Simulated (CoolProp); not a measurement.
CHF3 (R23) at several states: Z from the reference equation and from simpler models built on Tc = 299.3 K, pc = 4.832 MPa, ω = 0.263; each cubic takes its own stable root.

The numbers come from the reference Helmholtz-energy equation of state, Penoncello 2003 in CoolProp.

```json
[
 {"T (K)": "259.3", "p (MPa)": "15.2", "phase": "liquid", "reference": "0.4022", "van der Waals": "0.6438", "Soave-Redlich-Kwong": "0.4685"},
 {"T (K)": "194", "p (MPa)": "0.0122", "phase": "gas", "reference": "0.9955", "van der Waals": "0.9979", "Soave-Redlich-Kwong": "0.9968"},
 {"T (K)": "166.3", "p (MPa)": "0.464", "phase": "liquid", "reference": "0.01528", "van der Waals": "0.02722", "Soave-Redlich-Kwong": "0.01792"},
 {"T (K)": "343.8", "p (MPa)": "18", "phase": "supercritical", "reference": "0.5325", "van der Waals": "0.6924", "Soave-Redlich-Kwong": "0.6363"}
]
```
